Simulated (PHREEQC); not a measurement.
Consider water at 25 °C with 0.0015 mol/kgw HF, 0.3 mol/kgw Na2SO4 and 6.7e-05 mol/kgw LiCl. Closed to the air; pH follows from the charge balance.

All values are PHREEQC results (ion-association model, phreeqc.dat), not measurements.

| quantity | before | after |
|---|---|---|
| pH | 3.66 | 3.69 |
| ionic strength (mol/kgw) | 0.705 | 1.00 |
| F- (mol/kgw) | 0.00118 | 0.00117 |
| Li+ (mol/kgw) | 5.75e-5 | 5.61e-5 |

Q: Which change was made?
A) HF from 0.0015 to 0.00135 mol/kgw
B) 0.11 mol/kgw NH3 added
C) Na2SO4 from 0.3 to 0.45 mol/kgw
D) diluted 100-fold with water
E) Na2SO4 left out

A: C, Na2SO4 from 0.3 to 0.45 mol/kgw

No solid was allowed to form. The ionic strength passes 0.7 mol/kgw, the rough limit of the ion-association models, in every such run.
